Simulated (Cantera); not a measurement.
## N2O furnace oxynitridation

An isothermal, constant-pressure homogeneous reactor starts with 92.3 % N2O, 7.75 % H2O, at 1125 K and 42000 Pa.

Model: GRI-Mech 3.0 (53 species, 325 reactions), integrated in Cantera. GRI-Mech 3.0 was tuned for natural gas; its chemistry of N2O as a main component is partial and can be far from experiment. The mechanism lacks the step 2 NO + O2 → 2 NO2, which can matter for NO2 below about 1400 K. The temperature is held fixed by assumption; the heat of reaction is taken as removed at once.

```csv
t (s),x N2O,x H2O,x O2,x OH,x H2O2
2.00e-5,0.923,0.0775,2.33e-7,3.26e-8,<1e-12
7.52e-5,0.923,0.0775,1.72e-6,2.37e-7,<1e-12
0.000283,0.922,0.0775,8.02e-6,1.03e-6,3.44e-11
0.00106,0.922,0.0775,3.18e-5,3.10e-6,3.56e-9
0.00399,0.922,0.0775,0.000125,4.85e-6,1.26e-7
0.0150,0.921,0.0774,0.000485,6.10e-6,1.24e-7
0.0565,0.917,0.0773,0.00183,7.42e-6,6.95e-8
0.212,0.901,0.0769,0.00682,9.00e-6,3.76e-8
0.798,0.845,0.0755,0.0246,1.09e-5,2.53e-8
3.00,0.676,0.0710,0.0791,1.18e-5,2.36e-8
```
x: mole fraction; the columns are a selection and need not sum to one.

Equilibrium at this temperature and pressure: N2O 5.01e-9, H2O 0.0530, O2 0.316, OH 1.01e-6, H2O2 2.26e-10 (gas phase only).
